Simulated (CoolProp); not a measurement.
The numbers come from the reference Helmholtz-energy equation of state, Thol 2019 in CoolProp.

**Question.** Give the vapour pressure (bar), enthalpy of vaporisation (kJ/kg), vapour Z, surface tension (mN/m) of saturated decamethylcyclopentasiloxane (D5) at 119.95 °C.

**Answer.** 
```
T (°C)  p (bar)  enthalpy of vaporisation (kJ/kg)  vapour Z  surface tension (mN/m)
------  -------  --------------------------------  --------  ----------------------
119.95   0.0604                               141     0.989                    11.2
```

Surface tension comes from a separate correlation (Mulero 2014), older than this fluid's equation and unchecked against measurements.
